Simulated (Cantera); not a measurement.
A perfectly stirred reactor is fed with CH4 : C2H6 : C3H8 : O2 : N2 = 1 : 0.38 : 0.25 : 3.52 : 13.2 (molar parts), equivalence ratio 1.3, at 5.00 bar; it is adiabatic with a 725 K inlet, and is followed from long to short residence time, starting on the burning branch (τ in s: 0.11, 0.04, 0.015, 0.0055, 0.002, 0.00076, 0.00028, 0.0001, 3.9e-05, 1.4e-05).

Detailed kinetics in Cantera: GRI-Mech 3.0 (53 species, 325 reactions). GRI-Mech 3.0 was tuned for natural gas; its chemistry of propane as a main component is partial and can be far from experiment.

Q: Predict: blow-out, bracketed by the residence times tried; x(CH4) at τ = 0.110 s; x(C2H6) at τ = 0.110 s; x(C3H8) at τ = 0.110 s; x(NO) at τ = 0.110 s; x(H2) at τ = 0.110 s; x(CH4) at τ = 0.760 ms; x(C2H6) at τ = 0.760 ms; x(C3H8) at τ = 0.760 ms; x(NO) at τ = 0.760 ms; x(H2) at τ = 0.760 ms.

A: 
```json
{
  "blow_out_bracketed_by_the_residence_times_tried": "burning at 39.0 µs, out at 14.0 µs",
  "x(CH4) at τ = 0.110 s": "3.33e-6",
  "x(C2H6) at τ = 0.110 s": "1.47e-8",
  "x(C3H8) at τ = 0.110 s": "1.09e-8",
  "x(NO) at τ = 0.110 s": "0.000325",
  "x(H2) at τ = 0.110 s": "0.0365",
  "x(CH4) at τ = 0.760 ms": "7.35e-5",
  "x(C2H6) at τ = 0.760 ms": "1.62e-6",
  "x(C3H8) at τ = 0.760 ms": "9.30e-7",
  "x(NO) at τ = 0.760 ms": "0.000558",
  "x(H2) at τ = 0.760 ms": "0.0368"
}
```
